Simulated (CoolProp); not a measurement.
The numbers come from the reference Helmholtz-energy equation of state, Marx 1992 in CoolProp.

Q: For R113, give the phase and the density (kg/m³), cv (kJ/(kg K)), isothermal compressibility (1/MPa), fugacity coefficient at 344.2 K and 0.92 MPa; 477.8 K and 0.92 MPa.

A: 
- 344.2 K and 0.92 MPa: liquid; density 1450, cv 0.709, isothermal compressibility 0.00301, fugacity coefficient 0.218
- 477.8 K and 0.92 MPa: gas; density 48.5, cv 0.760, isothermal compressibility 1.23, fugacity coefficient 0.904
